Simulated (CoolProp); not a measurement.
Computed with CoolProp (reference Helmholtz-energy equation of state, Thol 2019).

Q: For dodecamethylpentasiloxane (MD3M), give the phase and the speed of sound (m/s), expansivity (1/kK) at 620 K and 1.16 MPa.

A: 
- 620 K and 1.16 MPa: liquid; speed of sound 117, expansivity 8.03
